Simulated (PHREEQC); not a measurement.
Consider water at 25 °C with 0.6 mol/kgw NaBr and 0.77 mol/kgw LiCl. Closed to the air; pH follows from the charge balance.

Model: Pitzer model, pitzer.dat, run in PHREEQC.

### Question
The ionic strength comes out as 1.37 mol/kgw. What activity coefficients do Cl-, Li+, Br-, Na+ get?

### Answer
Cl- 0.59, Li+ 1.1, Br- 0.62, Na+ 0.86. Single-ion values are on the MacInnes scale.

Precipitation was switched off in this run.
